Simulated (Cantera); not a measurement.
A Cantera script and what it prints.

```python
import numpy as np
import cantera as ct

gas_names = """
    H H2 Ti
""".split()
cond_names = """
    Ti(a) Ti(b) Ti(L)
""".split()


# ... load() reads the species with a 1 bar reference pressure and builds the phases ...
atoms = {
    'Ti': {'Ti': 1},
    'H2': {'H': 2},
}
top_T = {}  # K; cautious upper limits of use, not melting points


# ... equilibrate(T, P, feed) seeds the gas with the atoms and calls Mixture.equilibrate('TP', solver="vcs", rtol=1e-11, max_steps=5000) ...
results = []
feed = {'Ti': 1, 'H2': 2.5}  # mol
T = 1623.15  # K
P = 370  # Pa
mix = equilibrate(T, P, feed)
results.append((T, P, feed, dict(zip(mix.species_names, mix.species_moles))))
x = sorted(zip(gas.X, gas.species_names), reverse=True)
print(f"T = {T:g} K  P = {P:g} Pa  gas = {mix.phase_moles(0):.4g} mol")
print("   x: " + "  ".join(f"{s} {v:.3e}" for v, s in x if v > 1e-06))
print("   condensed (mol): " + ("  ".join(f"{mix.phase(i).name} {mix.phase_moles(i):.4g}"
      for i in range(1, mix.n_phases) if mix.phase_moles(i) > 1e-12) or "none"))
```

Output:

```
T = 1623.15 K  P = 370 Pa  gas = 2.501 mol
   x: H2 9.989e-01  H 1.137e-03  Ti 4.746e-06
   condensed (mol): Ti(b) 1
```

Cantera equilibrium calculation (NASA polynomials, part measured and part estimated; ideal gas, pure solids and liquids).
